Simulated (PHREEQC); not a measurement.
Make-up at 25 °C and 50 atm: 2.5 mol LiBr and 0.75 mol CaCl2 per kg of water. Closed to the air; pH follows from the charge balance.

All values are PHREEQC results (Pitzer model, pitzer.dat), not measurements.

### Question
The ionic strength comes out as 4.75 mol/kgw. What activity coefficients do Cl-, Br-, Li+, Ca+2 get?

### Answer
Cl- 0.59, Br- 0.73, Li+ 3.8, Ca+2 2.8. Single-ion values are on the MacInnes scale.

This is a speciation only: nothing precipitates in the calculation. Under pressure, the constants of complexes without a molar volume in the database are unreliable.
